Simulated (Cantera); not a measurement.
Cantera run, input and output.

```python
import numpy as np
import cantera as ct

gas = ct.Solution("gri30.yaml")
gas.TPX = 1623, 1000000, {'CH4': 1, 'H2': 0.36, 'O2': 1.68, 'N2': 4.8}
reactor = ct.IdealGasReactor(gas, energy="on", clone=False)
net = ct.ReactorNet([reactor])
net.rtol, net.atol = 1e-08, 1e-16
show = ['CH4', 'H2', 'O2', 'CH2CO', 'OH', 'C2H2']
times = np.geomspace(1e-06, 0.7, 14)

steps = ct.SolutionArray(gas, extra=["t"])
rows = []
print(f"{'t/s':>10s}{'T/K':>9s}{'P/Pa':>11s}" + "".join(f"{s:>11s}" for s in show))
for t in times:
    while net.time < t:
        t_next = net.step()
        steps.append(gas.state, t=t_next)
    rows.append([np.interp(t, steps.t, y) for y in (steps.T, steps.P, *steps(*show).X.T)])
    print(f"{t:10.3e}{rows[-1][0]:9.1f}{rows[-1][1]:11.4g}" + "".join(f"{x:11.3e}" for x in rows[-1][2:]))
rate = np.gradient(steps.T, steps.t)
print("integrator steps:", len(steps.t))
if steps.T.max() > steps.T[0] + 200:
    print(f"time of steepest temperature rise: {steps.t[rate.argmax()]:.4e} s")
gas.TPX = 1623, 1000000, {'CH4': 1, 'H2': 0.36, 'O2': 1.68, 'N2': 4.8}
gas.equilibrate("UV")
print(f"equilibrium (UV): T = {gas.T:.1f} K  " + "  ".join(f"{s} {gas[s].X[0]:.3e}" for s in show))
```

Result:

```
       t/s      T/K       P/Pa        CH4         H2         O2      CH2CO         OH       C2H2
 1.000e-06   1622.9      1e+06  1.275e-01  4.592e-02  2.143e-01  8.724e-14  2.733e-07  1.349e-13
 2.816e-06   1622.9      1e+06  1.274e-01  4.589e-02  2.142e-01  8.662e-11  1.303e-06  3.872e-11
 7.930e-06   1631.9  1.005e+06  1.253e-01  4.542e-02  2.129e-01  4.475e-07  1.121e-05  8.911e-08
 2.233e-05   3333.1  2.223e+06  1.176e-11  5.996e-02  7.207e-03  2.406e-13  2.801e-02  8.031e-14
 6.288e-05   3312.7   2.21e+06  1.370e-11  6.220e-02  5.960e-03  2.615e-13  2.575e-02  9.040e-14
 1.771e-04   3312.6   2.21e+06  1.371e-11  6.221e-02  5.953e-03  2.616e-13  2.574e-02  9.046e-14
 4.986e-04   3312.6   2.21e+06  1.371e-11  6.221e-02  5.953e-03  2.616e-13  2.574e-02  9.046e-14
 1.404e-03   3312.6   2.21e+06  1.371e-11  6.221e-02  5.953e-03  2.616e-13  2.574e-02  9.046e-14
 3.954e-03   3312.6   2.21e+06  1.371e-11  6.221e-02  5.953e-03  2.616e-13  2.574e-02  9.046e-14
 1.113e-02   3312.6   2.21e+06  1.371e-11  6.221e-02  5.953e-03  2.616e-13  2.574e-02  9.046e-14
 3.135e-02   3312.6   2.21e+06  1.371e-11  6.221e-02  5.953e-03  2.616e-13  2.574e-02  9.046e-14
 8.828e-02   3312.6   2.21e+06  1.371e-11  6.221e-02  5.953e-03  2.616e-13  2.574e-02  9.046e-14
 2.486e-01   3312.6   2.21e+06  1.371e-11  6.221e-02  5.953e-03  2.616e-13  2.574e-02  9.046e-14
 7.000e-01   3312.6   2.21e+06  1.371e-11  6.221e-02  5.953e-03  2.616e-13  2.574e-02  9.046e-14
integrator steps: 1816
time of steepest temperature rise: 1.9618e-05 s
equilibrium (UV): T = 3312.6 K  CH4 1.637e-11  H2 6.221e-02  O2 5.953e-03  CH2CO 2.782e-13  OH 2.574e-02  C2H2 9.561e-14
```

Model: GRI-Mech 3.0 (53 species, 325 reactions), integrated in Cantera. Above 3000 K some thermodynamic fits are extrapolated.
